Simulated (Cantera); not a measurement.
## Moist CO burnout

An isothermal, constant-pressure homogeneous reactor starts with 0.806 % CO, 1.73 % O2, 1.53 % H2O, 95.9 % N2, equivalence ratio 0.23, at 900 K and 5.00 bar.

Model: GRI-Mech 3.0 (53 species, 325 reactions), integrated in Cantera.

| t (s) | x CO | x O2 | x H2O | x H2 | x NO | x HO2 | x CO2 |
|---|---|---|---|---|---|---|---|
| 0.000200 | 0.00806 | 0.0173 | 0.0153 | <1e-12 | <1e-12 | 1.79e-12 | 1.50e-11 |
| 0.000492 | 0.00806 | 0.0173 | 0.0153 | <1e-12 | <1e-12 | 9.33e-12 | 4.65e-11 |
| 0.00121 | 0.00806 | 0.0173 | 0.0153 | <1e-12 | <1e-12 | 3.77e-11 | 1.46e-10 |
| 0.00298 | 0.00806 | 0.0173 | 0.0153 | <1e-12 | <1e-12 | 1.18e-10 | 4.38e-10 |
| 0.00733 | 0.00806 | 0.0173 | 0.0153 | <1e-12 | <1e-12 | 3.20e-10 | 1.36e-9 |
| 0.0180 | 0.00806 | 0.0173 | 0.0153 | 3.37e-12 | <1e-12 | 8.37e-10 | 4.83e-9 |
| 0.0444 | 0.00806 | 0.0173 | 0.0153 | 1.64e-11 | <1e-12 | 2.24e-9 | 2.13e-8 |
| 0.109 | 0.00806 | 0.0173 | 0.0153 | 9.87e-11 | <1e-12 | 6.63e-9 | 1.20e-7 |
| 0.269 | 0.00806 | 0.0173 | 0.0153 | 7.83e-10 | <1e-12 | 2.53e-8 | 8.99e-7 |
| 0.661 | 0.00805 | 0.0173 | 0.0153 | 1.06e-8 | <1e-12 | 1.40e-7 | 1.05e-5 |
| 1.63 | 0.00793 | 0.0172 | 0.0153 | 1.96e-7 | <1e-12 | 5.07e-7 | 0.000127 |
| 4.00 | 0.00735 | 0.0169 | 0.0154 | 1.35e-6 | <1e-12 | 6.98e-7 | 0.000715 |
x: mole fraction; the columns are a selection and need not sum to one.

Equilibrium at this temperature and pressure: CO <1e-12, O2 0.0133, H2O 0.0154, H2 <1e-12, NO 2.58e-6, HO2 1.17e-11, CO2 0.00809 (gas phase only).
